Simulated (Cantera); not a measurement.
**Equilibrium for silicon oxide and oxynitride deposition: SiF₄ + O₃**

Feed: 1 mol SiF₄, 1.4 mol O₃, at 1423.15 K and 0.00133 bar.

Equilibrium computed with Cantera from the NASA thermochemical tables; the gas is ideal and each condensed phase is pure. Candidate condensed phases: Si, SiO₂; 17 gas species. The numbers say what is thermodynamically allowed, not how fast it happens.

The x(O₂) is 0.677 and the x(SiF₄) comes out as 0.323. The x(O) is 3.04e-5. The x(F) is 4.31e-6 and the gas amount comes out as 3.100 mol. The log10 activity of Si(s) (absent) is -21.06.
